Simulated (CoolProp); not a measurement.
Vapour-liquid equilibrium of toluene (1) + ethylbenzene (2) at 483.1 K; x and y are mole fractions of (1).

Model: multi-fluid Helmholtz-energy mixture model, Lemmon 2006 and Zhou 2012; pair parameters Bell 2016, in CoolProp.

```
x     bubble pressure, mixture model (MPa)  bubble pressure, Raoult's law (MPa)  y, mixture model  y, Raoult's law
----  ------------------------------------  -----------------------------------  ----------------  ---------------
0.05                                0.5389                               0.5393             0.077            0.083
0.15                                0.5740                               0.5764             0.215            0.232
0.25                                0.6084                               0.6135             0.339            0.363
0.35                                0.6426                               0.6506             0.451            0.480
0.45                                0.6774                               0.6877             0.555            0.583
0.55                                0.7130                               0.7248             0.651            0.677
0.65                                0.7500                               0.7618             0.740            0.761
0.75                                0.7884                               0.7989             0.823            0.837
0.85                                0.8285                               0.8360             0.899            0.907
0.95                                0.8702                               0.8731             0.968            0.970
```

The largest gap from Raoult's law is -1.6 % in bubble pressure, at x = 0.55. No azeotrope shows between x = 0.05 and 0.95.

The pair parameters rest on a limited set of measurements; away from them the model extrapolates.
